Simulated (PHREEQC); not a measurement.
# Metal-bearing waste water: an equilibrium model

Solution (80 °C): 0.22 mol CuSO4, 0.049 mol ZnCl2, 0.0021 mol HCl and 0.00017 mol Na2SO4 per kg of water. Closed to the air; pH follows from the charge balance.

Computed with PHREEQC (ion-association model, phreeqc.dat).

This is a speciation only: nothing precipitates in the calculation.

**Question.** What pH does the model give?

**Answer.** pH 3.65.

**Question.** In which forms is Cu present?

**Answer.** Cu+2 44 %, CuSO4 41 %, CuCl+ 15 % of the Cu.

Away from 25 °C the constants follow the database's enthalpies or fits; those with neither stay at their 25 °C values.
